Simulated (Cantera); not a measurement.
Cantera with NASA thermochemical tables; ideal gases at 1 bar, condensed phases pure. Values are per mole of reaction as written; species without (g) are pure solids or liquids, kept so even where they would boil at 1 bar.

Q: Between 300 and 1075 K, where is each reaction favourable under standard conditions?
- C₆H₆(g) + 6 Cu(OH)₂ ⇌ 3 Cu₂O + 9 H₂O(g) + 6 C

A: 
- C₆H₆(g) + 6 Cu(OH)₂ ⇌ 3 Cu₂O + 9 H₂O(g) + 6 C: ΔG° is -397 kJ at 300 K and -1157 kJ at 1075 K; it stays negative (K > 1). ΔH° is -195 kJ and ΔS° 895 J/K at 1075 K.
